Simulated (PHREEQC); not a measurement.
Na2CO3 is added in steps, without added water, to 1 kg of water holding 0.17 mmol/kgw Ca(HCO3)2 and 5.2 mmol/kgw CO2, at 25 °C. Oxygen is held at 0.21 atm. CO2 from the air is kept out. Only these solids could form: Calcite, Portlandite, Nahcolite, Natron.

Base run: PHREEQC, ion-association model, wateq4f.dat. Each further column changes one thing. The table gives CaHCO3+ (mol/kgw).

| Na2CO3 added (mol) | base | all activity coefficients set to 1 | Davies equation for every ion |
|---|---|---|---|
| 0 | 6.75e-7 | 7.47e-7 | 6.74e-7 |
| 0.00035 | 1.91e-6 | … | 1.91e-6 |
| 0.0007 | 3.06e-6 | 3.68e-6 | 3.05e-6 |
| 0.00105 | 4.13e-6 | 5.11e-6 | 4.11e-6 |
| 0.0014 | 5.15e-6 | … | 5.12e-6 |
| 0.00175 | 6.11e-6 | 7.90e-6 | 6.08e-6 |
| 0.0021 | 7.04e-6 | … | 7.00e-6 |
| 0.00245 | 7.93e-6 | 1.06e-5 | 7.88e-6 |
| 0.0028 | 8.78e-6 | 1.19e-5 | 8.72e-6 |

Problem. Fill in the missing entries.

Solution. 
- 0.00035, all activity coefficients set to 1: 2.22e-6
- 0.0014, all activity coefficients set to 1: 6.52e-6
- 0.0021, all activity coefficients set to 1: 9.25e-6
